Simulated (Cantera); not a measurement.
An adiabatic, constant-pressure homogeneous reactor starts with CO : H2 : O2 : N2 = 1 : 0.17 : 0.713 : 2.68 (molar parts), equivalence ratio 0.82, at 1475 K and 8.19 atm. Integrator tolerance rtol = 1e-08.

Model: GRI-Mech 3.0 (53 species, 325 reactions), integrated in Cantera. The hydrogen kinetics of GRI-Mech 3.0 are dated; newer H2 mechanisms differ, most at raised pressure.

What does this change do: initial temperature 1475 to 1750 K?


```csv
quantity,before,after
time of steepest temperature rise,4.02 µs,1.80 µs
temperature at 0.900 s,2859 K,2961 K
equilibrium temperature,2859 K,2961 K
x(CO) at 0.900 s,0.0573 (gas-phase equilibrium 0.0573),0.0734 (gas-phase equilibrium 0.0734)
x(H2) at 0.900 s,0.00150 (gas-phase equilibrium 0.00150),0.00193 (gas-phase equilibrium 0.00193)
x(O2) at 0.900 s,0.0473 (gas-phase equilibrium 0.0473),0.0519 (gas-phase equilibrium 0.0519)
x(NO2) at 0.900 s,1.50e-5 (gas-phase equilibrium 1.50e-5),1.73e-5 (gas-phase equilibrium 1.73e-5)
x(H2O2) at 0.900 s,2.99e-7 (gas-phase equilibrium 2.99e-7),3.43e-7 (gas-phase equilibrium 3.43e-7)
x(CO2) at 0.900 s,0.185 (gas-phase equilibrium 0.185),0.166 (gas-phase equilibrium 0.166)
x(N2O) at 0.900 s,2.50e-6 (gas-phase equilibrium 2.50e-6),2.97e-6 (gas-phase equilibrium 2.97e-6)
```

What does this change do: pressure from 8.19 atm to 2.96 atm?


```csv
quantity,before,after
time of steepest temperature rise,4.02 µs,10.1 µs
temperature at 0.900 s,2859 K,2788 K
equilibrium temperature,2859 K,2788 K
x(CO) at 0.900 s,0.0573 (gas-phase equilibrium 0.0573),0.0652 (gas-phase equilibrium 0.0652)
x(H2) at 0.900 s,0.00150 (gas-phase equilibrium 0.00150),0.00178 (gas-phase equilibrium 0.00178)
x(O2) at 0.900 s,0.0473 (gas-phase equilibrium 0.0473),0.0509 (gas-phase equilibrium 0.0509)
x(NO2) at 0.900 s,1.50e-5 (gas-phase equilibrium 1.50e-5),9.31e-6 (gas-phase equilibrium 9.31e-6)
x(H2O2) at 0.900 s,2.99e-7 (gas-phase equilibrium 2.99e-7),1.60e-7 (gas-phase equilibrium 1.60e-7)
x(CO2) at 0.900 s,0.185 (gas-phase equilibrium 0.185),0.176 (gas-phase equilibrium 0.176)
x(N2O) at 0.900 s,2.50e-6 (gas-phase equilibrium 2.50e-6),1.40e-6 (gas-phase equilibrium 1.40e-6)
```
